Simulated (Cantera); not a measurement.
What does this Cantera script print?

```python
import numpy as np
import cantera as ct

gas_names = """
    H HO2 H2 H2O H2O2 H2S H2SO4 O OH O2 O3 S SH SO SO2 SO3 S2 S2O S8
""".split()
cond_names = """
    H2O(s) H2O(L) H2SO4(L) S(cr1) S(cr2) S(L)
""".split()


# ... load() reads the species with a 1 bar reference pressure and builds the phases ...
atoms = {
    'SO2': {'S': 1, 'O': 2},
    'H2O': {'H': 2, 'O': 1},
}
top_T = {}  # K; cautious upper limits of use, not melting points


# ... equilibrate(T, P, feed) seeds the gas with the atoms and calls Mixture.equilibrate('TP', solver="vcs", rtol=1e-11, max_steps=5000) ...
results = []
feed = {'SO2': 1, 'H2O': 4.3}  # mol
T = 1098  # K
P = 13000  # Pa
mix = equilibrate(T, P, feed)
results.append((T, P, feed, dict(zip(mix.species_names, mix.species_moles))))
x = sorted(zip(gas.X, gas.species_names), reverse=True)
print(f"T = {T:g} K  P = {P:g} Pa  gas = {mix.phase_moles(0):.4g} mol")
print("   x: " + "  ".join(f"{s} {v:.3e}" for v, s in x if v > 0.001))
print("   condensed (mol): " + ("  ".join(f"{mix.phase(i).name} {mix.phase_moles(i):.4g}"
      for i in range(1, mix.n_phases) if mix.phase_moles(i) > 1e-12) or "none"))
```

Output:

```
T = 1098 K  P = 13000 Pa  gas = 5.3 mol
   x: H2O 8.113e-01  SO2 1.887e-01
   condensed (mol): none
```

Equilibrium computed with Cantera from the NASA thermochemical tables; the gas is ideal and each condensed phase is pure.
